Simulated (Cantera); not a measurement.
Input (Python, Cantera):

```python
import numpy as np
import cantera as ct

surf = ct.Interface("ptcombust.yaml", "Pt_surf")
gas = surf.adjacent["gas"]
gas.TPX = 300, 20000, {'CH4': 0.024, 'O2': 0.12, 'N2': 0.79}
jet = ct.ImpingingJet(gas=gas, width=0.091, surface=surf)
jet.inlet.mdot, jet.inlet.T, jet.inlet.X = 0.041, 300, {'CH4': 0.024, 'O2': 0.12, 'N2': 0.79}
jet.set_refine_criteria(ratio=10, slope=0.2, curve=0.3)
show, cover = ['CH4', 'O2', 'H2O', 'OH', 'CO', 'CO2'], ["PT(S)", "H(S)", "O(S)", "OH(S)", "CO(S)", "C(S)"]

rows = []
print(f"{'Ts/K':>7s}" + "".join(f"{s:>11s}" for s in show + cover) + "   (gas at the wall, coverages)")
for i, Ts in enumerate([900, 950, 1000, 1050, 1100]):
    jet.surface.T = Ts
    if i == 0:
        surf.TP = Ts, 20000
        surf.coverages = "PT(S):0.5, O(S):0.5"
        surf.advance_coverages(1.0)
        jet.set_initial_guess(products="inlet")
    jet.solve(loglevel=0, auto=(i == 0))
    rows.append([*(jet.X[gas.species_index(s), -1] for s in show), *surf[cover].coverages])
    print(f"{Ts:7g}" + "".join(f"{x:11.3e}" for x in rows[-1]))
```

It prints:

```
   Ts/K        CH4         O2        H2O         OH         CO        CO2      PT(S)       H(S)       O(S)      OH(S)      CO(S)       C(S)   (gas at the wall, coverages)
    900  1.155e-02  9.834e-02  2.638e-02  2.607e-08  4.023e-06  1.734e-02  1.671e-01  8.827e-08  8.311e-01  1.797e-03  7.605e-06  2.704e-08
    950  7.360e-03  8.948e-02  3.408e-02  7.605e-08  3.538e-06  2.246e-02  2.307e-01  2.259e-07  7.674e-01  1.882e-03  5.123e-06  2.451e-08
   1000  4.830e-03  8.416e-02  3.866e-02  1.995e-07  3.123e-06  2.551e-02  2.968e-01  4.765e-07  7.013e-01  1.809e-03  3.295e-06  2.059e-08
   1050  3.343e-03  8.107e-02  4.129e-02  4.692e-07  2.855e-06  2.727e-02  3.633e-01  8.870e-07  6.350e-01  1.665e-03  2.144e-06  1.706e-08
   1100  2.433e-03  7.929e-02  4.280e-02  1.006e-06  2.733e-06  2.825e-02  4.286e-01  1.514e-06  5.699e-01  1.497e-03  1.440e-06  1.426e-08
```

Model: Deutschmann's 1995 Pt surface mechanism with GRI-Mech 3.0 gas chemistry, integrated in Cantera. Catalytic surfaces can have several steady states; this one follows from the mechanism file's or the stated starting coverage.
